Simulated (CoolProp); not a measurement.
Vapour-liquid equilibrium of n-pentane (1) + toluene (2) at 21.85 °C; x and y are mole fractions of (1).

Model: multi-fluid Helmholtz-energy mixture model, Thol 2019 and Lemmon 2006; pair parameters Bell 2016, in CoolProp.

**Question.** Give the bubble pressure and the first vapour's composition at x = 0.05, 0.45, 0.95. Is there an azeotrope?

**Answer.** x = 0.05: 0.08047 bar, y = 0.617; x = 0.45: 0.3402 bar, y = 0.940; x = 0.95: 0.5796 bar, y = 0.995. No azeotrope shows between x = 0.05 and 0.95.

The pair parameters rest on a limited set of measurements; away from them the model extrapolates.
